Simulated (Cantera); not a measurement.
A perfectly stirred reactor is fed with 5.26 % NH₃, 94.7 % H₂, at 0.0217 atm; it is held at 1900 K, and followed from long to short residence time.

Cantera simulation using the gas-phase N/H chemistry of the illustrative SiF4/NH3 mechanism in the Surface Chemkin manual (1991); the numbers are that mechanism's predictions, not measurements. Walls and surfaces, which speed up NH3 decomposition in real reactors, are not modelled.

x: mole fraction; the columns are a selection and need not sum to one.

```
τ (s)     x NH₃   x H₂  x H     x NH      x N₂    x N₂H₄     x NH₂
------  -------  -----  ---  -------  --------  --------  --------
21      0.00800  0.969    ?  2.52e-6    0.0212  3.39e-11   3.78e-5
7.3      0.0198  0.963    ?  3.13e-6    0.0155  1.05e-10   6.63e-5
2.6      0.0336  0.956    ?  3.62e-6   0.00898  2.06e-10   9.29e-5
0.92     0.0442  0.951    ?  3.78e-6   0.00393  2.85e-10  0.000109
0.33     0.0497  0.948    ?  3.44e-6   0.00131  2.92e-10  0.000110
0.12     0.0519  0.947    ?  2.29e-6  0.000272  2.02e-10   9.19e-5
0.041    0.0525  0.947    ?  5.86e-7   1.48e-5  5.24e-11   4.67e-5
0.015    0.0526  0.947    ?  8.47e-8   5.03e-7  7.57e-12   1.77e-5
0.0051   0.0526  0.947    ?  9.85e-9   1.55e-8    <1e-12   6.06e-6
0.0018   0.0526  0.947    ?  1.23e-9  5.98e-10    <1e-12   2.15e-6
```

Task: Complete the blanks.

Result: 
- 21, x H: 0.00163
- 7.3, x H: 0.00115
- 2.6, x H: 0.000945
- 0.92, x H: 0.000838
- 0.33, x H: 0.000752
- 0.12, x H: 0.000599
- 0.041, x H: 0.000301
- 0.015, x H: 0.000114
- 0.0051, x H: 3.89e-5
- 0.0018, x H: 1.37e-5
